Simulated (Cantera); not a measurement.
**Thermodynamics of abatement and gas-phase synthesis, feed S + O₂ + N₂**

A closed system holds: 1 mol S, a varied amount of O₂, 40 mol N₂, at 1473.15 K and 20.0 bar.

Equilibrium computed with Cantera from the NASA thermochemical tables; the gas is ideal and each condensed phase is pure. Candidate condensed phases: S; 17 gas species. Equilibrium is a limit: real reactors are often held back by kinetics, nucleation or transport.

From 0.12 mol O₂ to 1.6 mol O₂ nothing is condensed.

```csv
n(O₂) (mol),x N₂,x SO₂,x O₂,x S₂,x SO₃,x NO
0.12,0.986,0.00284,6.04e-12,0.0107,1.34e-9,6.42e-9
0.25,0.985,0.00599,1.39e-11,0.00903,4.29e-9,9.73e-9
0.39,0.983,0.00941,2.43e-11,0.00728,8.91e-9,1.29e-8
0.52,0.981,0.0126,3.68e-11,0.00568,1.47e-8,1.58e-8
0.65,0.980,0.0158,5.42e-11,0.00410,2.23e-8,1.92e-8
0.79,0.978,0.0192,8.59e-11,0.00242,3.42e-8,2.41e-8
0.92,0.977,0.0224,1.65e-10,0.000893,5.52e-8,3.34e-8
1.1,0.973,0.0241,0.00226,<1e-12,0.000220,0.000123
1.2,0.971,0.0240,0.00461,<1e-12,0.000313,0.000176
1.3,0.969,0.0238,0.00697,<1e-12,0.000382,0.000216
1.5,0.964,0.0236,0.0117,<1e-12,0.000490,0.000279
1.6,0.962,0.0235,0.0140,<1e-12,0.000535,0.000305
```
x: gas mole fraction; nothing condenses.
